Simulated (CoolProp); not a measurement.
Vapour-liquid equilibrium of R1234yf (1) + isobutane (2) at -31.55 °C; x and y are mole fractions of (1).

Computed with CoolProp (multi-fluid Helmholtz-energy mixture model, Lemmon 2022 and Bücker 2006; pair parameters Bell 2016).

```
x      bubble pressure, mixture model (MPa)  bubble pressure, Raoult's law (MPa)  y, mixture model  y, Raoult's law
-----  ------------------------------------  -----------------------------------  ----------------  ---------------
0.05                                0.05632                              0.04582             0.260            0.101
0.125                               0.06946                              0.04950             0.433            0.233
0.2                                 0.07777                              0.05317             0.519            0.347
0.275                               0.08319                              0.05684             0.571            0.447
0.35                                0.08690                              0.06051             0.607            0.534
0.425                               0.08960                              0.06418             0.637            0.611
0.5                                 0.09169                              0.06786             0.663            0.680
0.575                               0.09337                              0.07153             0.691            0.742
0.65                                0.09470                              0.07520             0.721            0.798
0.725                               0.09563                              0.07887             0.757            0.849
0.8                                 0.09602                              0.08254             0.802            0.895
0.875                               0.09564                              0.08622             0.859            0.937
0.95                                0.09416                              0.08989             0.935            0.976
```

The largest gap from Raoult's law is +46.4 % in bubble pressure, at x = 0.275. y crosses x between x = 0.8 and 0.875: the model has an azeotrope there.

Pair parameters are fitted to limited data, so mixtures are less certain than the pure fluids.
